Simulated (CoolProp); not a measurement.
Vapour-liquid equilibrium of n-hexane (1) + ethylbenzene (2) at 397.6 K; x and y are mole fractions of (1).

The numbers come from the multi-fluid Helmholtz-energy mixture model, Thol 2019 and Zhou 2012; pair parameters Bell 2016 in CoolProp.

```csv
x,bubble pressure (bar),y at the bubble point,dew pressure at overall composition x (bar),liquid density (mol/L)
0.05,0.9700,0.274,0.7662,___
0.2,1.614,0.617,___,7.125
0.35,___,0.756,1.065,7.009
0.5,2.700,0.838,1.320,___
0.65,3.200,___,1.723,6.756
0.8,3.704,0.944,2.435,6.618
0.95,4.235,0.986,3.779,6.470
```

Q: What belongs in the gaps?

A: 
- 0.05, liquid density (mol/L): 7.234
- 0.2, dew pressure at overall composition x (bar): 0.8917
- 0.35, bubble pressure (bar): 2.181
- 0.5, liquid density (mol/L): 6.886
- 0.65, y at the bubble point: 0.896

No azeotrope shows between x = 0.05 and 0.95.

The pair parameters rest on a limited set of measurements; away from them the model extrapolates.
